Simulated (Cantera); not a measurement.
A closed system holds: 1 mol SiCl4, 26 mol H2O, 1.6 mol N2, equilibrated at 133 Pa.

Cantera equilibrium calculation (NASA polynomials, part measured and part estimated; ideal gas, pure solids and liquids). Candidate condensed phases: H2O, NH4Cl, Si, SiO2, Si2N2O, Si3N4; 47 gas species. The tables hold silica as quartz up to 1696 K and as liquid above; real silica turns to tridymite and cristobalite and melts near 1996 K. Equilibrium is a limit: real reactors are often held back by kinetics, nucleation or transport.

x: gas mole fraction; n: condensed amount in mol.

```tsv
T (K)	x H2O	x HCl	x N2	x H2	n SiO2(α-quartz)	n SiO2(β-quartz)
625	0.811	0.135	0.0541	[?]	1.00	0
700	0.811	0.135	0.0541	[?]	1.00	0
775	0.811	0.135	0.0541	[?]	1.00	0
850	0.811	0.135	0.0541	[?]	0	1.00
925	0.811	0.135	0.0541	[?]	0	1.00
1000	0.811	0.135	0.0541	[?]	0	1.00
1075	0.811	0.135	0.0541	[?]	0	1.00
1150	0.811	0.135	0.0541	[?]	0	1.00
1225	0.811	0.135	0.0540	[?]	0	1.00
1300	0.811	0.135	0.0540	[?]	0	1.00
1375	0.810	0.135	0.0540	[?]	0	1.00
1450	0.809	0.134	0.0540	[?]	0	1.00
1525	0.808	0.133	0.0540	[?]	0	1.00
```

Complete the blanks.


- 625, x H2: 8.54e-10
- 700, x H2: 6.14e-9
- 775, x H2: 3.35e-8
- 850, x H2: 1.63e-7
- 925, x H2: 7.57e-7
- 1000, x H2: 3.16e-6
- 1075, x H2: 1.14e-5
- 1150, x H2: 3.58e-5
- 1225, x H2: 9.90e-5
- 1300, x H2: 0.000245
- 1375, x H2: 0.000555
- 1450, x H2: 0.00116
- 1525, x H2: 0.00225
